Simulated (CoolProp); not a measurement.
A simple Rankine cycle with isobutane: condensing at 305.15 K, boiler at 1.53 MPa, turbine inlet 374.7 K, turbine efficiency 0.9, pump efficiency 0.8, no recuperator. Each further row changes one setting.

Computed with CoolProp (reference Helmholtz-energy equation of state, Bücker 2006).

```tsv
case	thermal efficiency (%)	net work (kJ/kg)	heat in (kJ/kg)	turbine exit temperature (K)	volume ratio over the turbine
as stated	11.1	46.8	423	334.3	3.81
turbine inlet 394.7 K	10.9	51.5	___	356.2	3.70
condensing temperature 297.15 K	12.6	___	442	___	4.76
boiler pressure 1.07 MPa	___	___	439	___	___
turbine efficiency 0.8	9.8	___	423	337.1	3.85
```

Task: What belongs in the gaps?

Result: 
- turbine inlet 394.7 K, heat in (kJ/kg): 471
- condensing temperature 297.15 K, net work (kJ/kg): 55.5
- condensing temperature 297.15 K, turbine exit temperature (K): 328.1
- boiler pressure 1.07 MPa, thermal efficiency (%): 8.3
- boiler pressure 1.07 MPa, net work (kJ/kg): 36.5
- boiler pressure 1.07 MPa, turbine exit temperature (K): 347.8
- boiler pressure 1.07 MPa, volume ratio over the turbine: 2.53
- turbine efficiency 0.8, net work (kJ/kg): 41.3
